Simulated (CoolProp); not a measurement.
Properties of ethanol along the isotherm 544.9 K (Tc = 514.7 K, pc = 62.68 bar, ω = 0.644).

Model: reference Helmholtz-energy equation of state, Schroeder 2014, in CoolProp.

```tsv
p (bar)	phase	density (kg/m³)	cv (kJ/(kg K))	Prandtl number
52.2	gas	69.27	2.522	1.04
104	supercritical	322.7	3.306	2.81
157	supercritical	454.7	3.127	2.46
209	supercritical	499.6	3.055	2.45
261	supercritical	527.4	3.017	2.49
313	supercritical	547.9	2.992	2.53
366	supercritical	564.7	2.974	2.58
418	supercritical	578.6	2.960	2.62
470	supercritical	590.8	2.950	2.66
522	supercritical	601.6	2.941	2.70
575	supercritical	611.5	2.934	2.74
627	supercritical	620.4	2.928	2.77
```

Viscosity comes from a separate model (Kiselev 2005). Thermal conductivity comes from a separate model (Assael 2013).
